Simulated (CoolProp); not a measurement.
Vapour-liquid equilibrium of toluene (1) + n-octane (2) at 0.00664 bar; x and y are mole fractions of (1).

Computed with CoolProp (multi-fluid Helmholtz-energy mixture model, Lemmon 2006 and Beckmüller 2019; pair parameters Bell 2016).

### Question
Give the bubble temperature and the first vapour's composition at x = 0.15, 0.35, 0.75. Is there an azeotrope?

### Answer
x = 0.15: 276.5 K, y = 0.365; x = 0.35: 273.0 K, y = 0.601; x = 0.75: 269.5 K, y = 0.844. No azeotrope shows between x = 0.05 and 0.95.

The pair parameters rest on a limited set of measurements; away from them the model extrapolates.
